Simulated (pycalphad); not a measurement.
CALPHAD calculation (pycalphad, COST 507 light-alloy database (1999)), 1 atm. These are 1990s assessments: newer ones move some temperatures and phases. Phase fractions are per mole of atoms.

Problem. Give the equilibrium state of Al-1.74Si-14.81C (at.%) at 775 K.

Solution. 
```
T = 775.00 K, P = 101325 Pa, N = 1 mol of atoms
G = -35195 J/mol, H = 707 J/mol, S = 46.32 J/(mol K)  (SER reference)
chemical potentials (J/mol): Al -28811, Si -46532, C -69832
phase             fraction      x(Al)      x(Si)       x(C)
FCC_A1              0.6602     0.9999   0.000136   2.87e-13
AL8SIC7             0.2769     0.5000     0.0625     0.4375
AL4C3               0.0629     0.5714   4.11e-05     0.4286
```

Problem. Give the equilibrium state of Al-1.74Si-14.81C (at.%) at 1450 K.

Solution. LIQUID, fraction 0.655, with 2.6 Si, 0.01 C at.%; AL4C3, fraction 0.345, with 0.10 Si, 42.9 C at.%.

Database names, with the compositions (at.%) that they take in these runs: AL4C3: Al 57 C 43; AL8SIC7: Al 50 C 44 Si 6. FCC_A1 is fcc.
